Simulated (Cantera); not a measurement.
Input (Python, Cantera):

```python
import numpy as np
import cantera as ct

gas = ct.Solution("gri30.yaml")


def delay(T, t_max=10):
    gas.TPX = T, 88000, {'CO': 1, 'H2': 0.8, 'CH4': 0.13, 'O2': 2.39, 'N2': 6.92}
    reactor = ct.IdealGasReactor(gas, clone=False)
    net = ct.ReactorNet([reactor])
    net.rtol, net.atol = 1e-8, 1e-16
    while net.time < t_max:
        t_old, T_old = net.time, reactor.T
        net.step()
        if reactor.T > T + 400:  # ignition: a rise of 400 K
            return t_old + (T + 400 - T_old) / (reactor.T - T_old) * (net.time - t_old)
    return np.nan


taus = []
for T in [875, 925, 975, 1025, 1075, 1125, 1175, 1225, 1275]:
    taus.append(delay(T))
    print(f"T0 = {T:6g} K   tau = {taus[-1]:.4e} s")
```

Result:

```
T0 =    875 K   tau = 1.7513e-01 s
T0 =    925 K   tau = 7.6628e-03 s
T0 =    975 K   tau = 1.0642e-03 s
T0 =   1025 K   tau = 3.7206e-04 s
T0 =   1075 K   tau = 2.0083e-04 s
T0 =   1125 K   tau = 1.3009e-04 s
T0 =   1175 K   tau = 9.2820e-05 s
T0 =   1225 K   tau = 7.0473e-05 s
T0 =   1275 K   tau = 5.6042e-05 s
```

Computed with Cantera and GRI-Mech 3.0 (53 species, 325 reactions). Below about 1000 K GRI-Mech 3.0 lacks low-temperature oxidation paths. Below about 950 K walls govern HO2 and H2O2 in real vessels.
